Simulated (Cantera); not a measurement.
Charge: 1 mol CH₂F₂, 0.043 mol F₂, 2.2 mol H₂, equilibrated at 86.0 Pa.

These are equilibrium values from Cantera (NASA tables, ideal gas, pure condensed phases), not measurements of a reactor. Candidate condensed phases: C, C₆H₆, C₇H₈, C₈H₁₈; 95 gas species. Equilibrium is a limit: real reactors are often held back by kinetics, nucleation or transport.

Question: What share of the C ends up in condensed phases as a function of T (K), at 1525, 1625, 1725, 1825, 1925, 2025, 2125, 2225, 2325, 2425, 2525, 2625?

Answer: 
```json
[
 {"T (K)": "1525", "C condensed (%)": "100.0", "as": "C(graphite)"},
 {"T (K)": "1625", "C condensed (%)": "100.0", "as": "C(graphite)"},
 {"T (K)": "1725", "C condensed (%)": "100.0", "as": "C(graphite)"},
 {"T (K)": "1825", "C condensed (%)": "99.9", "as": "C(graphite)"},
 {"T (K)": "1925", "C condensed (%)": "99.8", "as": "C(graphite)"},
 {"T (K)": "2025", "C condensed (%)": "99.6", "as": "C(graphite)"},
 {"T (K)": "2125", "C condensed (%)": "99.3", "as": "C(graphite)"},
 {"T (K)": "2225", "C condensed (%)": "98.9", "as": "C(graphite)"},
 {"T (K)": "2325", "C condensed (%)": "98.3", "as": "C(graphite)"},
 {"T (K)": "2425", "C condensed (%)": "97.4", "as": "C(graphite)"},
 {"T (K)": "2525", "C condensed (%)": "95.5", "as": "C(graphite)"},
 {"T (K)": "2625", "C condensed (%)": "89.0", "as": "C(graphite)"}
]
```
